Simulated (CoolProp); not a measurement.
Vapour-liquid equilibrium of n-butane (1) + cis-2-butene (2) at -40.95 °C; x and y are mole fractions of (1).

The numbers come from the multi-fluid Helmholtz-energy mixture model, Bücker 2006 and Lemmon 2005; pair parameters Bell 2016 in CoolProp.

Give the bubble pressure and the first vapour's composition at x = 0.125, 0.425, 0.725. Is there an azeotrope?

x = 0.125: 0.01316 MPa, y = 0.168; x = 0.425: 0.01439 MPa, y = 0.486; x = 0.725: 0.01528 MPa, y = 0.760. No azeotrope shows between x = 0.05 and 0.95.

Pair parameters are fitted to limited data, so mixtures are less certain than the pure fluids.
